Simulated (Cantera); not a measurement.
Cantera run, input and output.

```python
import numpy as np
import cantera as ct

gas = ct.Solution("gri30.yaml")
gas.TPX = 423, 18000, {'CH4': 1, 'O2': 2.9, 'N2': 14.2}
flame = ct.FreeFlame(gas, width=0.13)
flame.set_refine_criteria(ratio=3, slope=0.08, curve=0.16)
flame.transport_model = "mixture-averaged"
flame.solve(loglevel=0, auto=True)
z, T = flame.grid, flame.T
thick = (T[-1] - T[0]) / np.gradient(T, z).max()
show = ['CH4', 'O2', 'CH2', 'NO', 'N2O', 'H2O']
print(f"laminar burning velocity  {flame.velocity[0] * 100:.3f} cm/s")
print(f"burnt temperature         {T[-1]:.1f} K")
print(f"thermal thickness         {thick * 1e3:.4f} mm")
print(f"grid points               {len(z)}")
z0 = z[flame.heat_release_rate.argmax()]
print(f"{'z/mm':>9s}{'T/K':>9s}{'u/(m/s)':>9s}" + "".join(f"{s:>11s}" for s in show))
rows = []
for k in (-3, -2, -1.5, -1, -0.5, -0.25, 0, 0.25, 0.5, 1, 2, 4, 8):
    zz = z0 + k * thick
    rows.append([k * thick, np.interp(zz, z, T), np.interp(zz, z, flame.velocity),
                 *(np.interp(zz, z, flame.X[gas.species_index(s)]) for s in show)])
    print(f"{rows[-1][0] * 1e3:9.3f}{rows[-1][1]:9.1f}{rows[-1][2]:9.3f}" + "".join(f"{x:11.3e}" for x in rows[-1][3:]))
```

Result:

```
laminar burning velocity  37.958 cm/s
burnt temperature         1684.8 K
thermal thickness         3.0020 mm
grid points               136
     z/mm      T/K  u/(m/s)        CH4         O2        CH2         NO        N2O        H2O
   -9.006    423.2    0.380  5.521e-02  1.601e-01  2.314e-18  2.498e-11  1.881e-13  3.376e-05
   -6.004    424.9    0.382  5.506e-02  1.599e-01  1.301e-15  2.734e-10  2.893e-12  2.972e-04
   -4.503    432.0    0.388  5.462e-02  1.594e-01  1.046e-13  1.469e-09  2.059e-11  1.248e-03
   -3.002    481.8    0.434  5.188e-02  1.560e-01  4.748e-11  1.477e-08  2.617e-10  7.142e-03
   -1.501    761.3    0.691  3.723e-02  1.349e-01  5.289e-08  1.692e-07  3.156e-09  3.522e-02
   -0.750   1046.9    0.955  2.135e-02  1.095e-01  1.312e-06  3.748e-07  8.242e-09  6.185e-02
    0.000   1327.3    1.213  5.532e-03  7.936e-02  7.219e-06  7.165e-07  1.804e-08  8.817e-02
    0.750   1442.3    1.316  4.529e-04  6.271e-02  1.257e-06  1.136e-06  3.174e-08  9.937e-02
    1.501   1479.2    1.346  2.080e-05  5.715e-02  6.803e-08  1.484e-06  4.159e-08  1.014e-01
    3.002   1523.3    1.381  4.695e-08  5.367e-02  1.989e-10  2.005e-06  4.905e-08  1.020e-01
    6.004   1575.1    1.423  9.114e-13  5.170e-02  5.322e-15  2.657e-06  5.634e-08  1.039e-01
   12.008   1623.8    1.463  1.633e-19  5.059e-02  2.371e-20  3.261e-06  7.092e-08  1.065e-01
   24.016   1658.2    1.491  1.109e-21  4.996e-02  7.446e-22  3.718e-06  9.434e-08  1.086e-01
```

Computed with Cantera and GRI-Mech 3.0 (53 species, 325 reactions). Burning velocities carry a grid error of a few per cent, more on coarse grids.
